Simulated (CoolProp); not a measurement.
The fluid at 293.15 K and 0.0631 MPa is compressed adiabatically to 0.48 MPa with isentropic efficiency 0.9. The same conditions are run with several fluids, on thermodynamics alone (safety and materials aside).

The numbers come from the reference Helmholtz-energy equation of state of each fluid (R1336mzz(E): Akasaka 2023; chloromethane (R40): Thol 2014; R227EA: Lemmon 2016; normal hydrogen: Leachman 2009; R236FA: Pan 2012) in CoolProp.

| fluid | work (kJ/kg) | final temperature (K) | final density (kg/m³) |
|---|---|---|---|
| R1336mzz(E) | 33.5 | 341.0 | 31.8 |
| chloromethane (R40) | 131 | 441.3 | 6.75 |
| R227EA | 33.0 | 338.1 | 31.8 |
| normal hydrogen | 3700 | 548.6 | 0.212 |
| R236FA | 36.8 | 342.8 | 28.4 |
